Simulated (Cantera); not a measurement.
A closed system holds: 1 mol FeS, a varied amount of H₂, equilibrated at 1450 °C and 1000 Pa.

Equilibrium computed with Cantera from the NASA thermochemical tables; the gas is ideal and each condensed phase is pure. Candidate condensed phases: Fe, FeS, FeS₂, S; 8 gas species. Metal and sulfide melt together well below either melting point, which pure phases cannot show. Mutual solubility and eutectic melting of coexisting phases are not modelled. FeS: taken at fixed stoichiometry. Kinetics and transport are ignored.

Q: Which condensed phases are stable at each of these points (n(H₂) (mol)): 4.8, 7.6, 10, 13, 16, 19, 22, 25, 28, 31, 33, 36, 39?

A: 
```tsv
n(H₂) (mol)	condensed phases	Fe condensed (%)
4.8	Fe(δ) + FeS(l)	99.5
7.6	Fe(δ) + FeS(l)	99.3
10	Fe(δ) + FeS(l)	99.1
13	Fe(δ) + FeS(l)	98.8
16	Fe(δ)	98.5
19	Fe(δ)	98.2
22	Fe(δ)	98.0
25	Fe(δ)	97.7
28	Fe(δ)	97.4
31	Fe(δ)	97.1
33	Fe(δ)	96.9
36	Fe(δ)	96.7
39	Fe(δ)	96.4
```

From 4.8 mol H₂ to 13 mol H₂ the condensed part is Fe(δ) + FeS(l). From 16 mol H₂ to 39 mol H₂ the condensed part is Fe(δ).
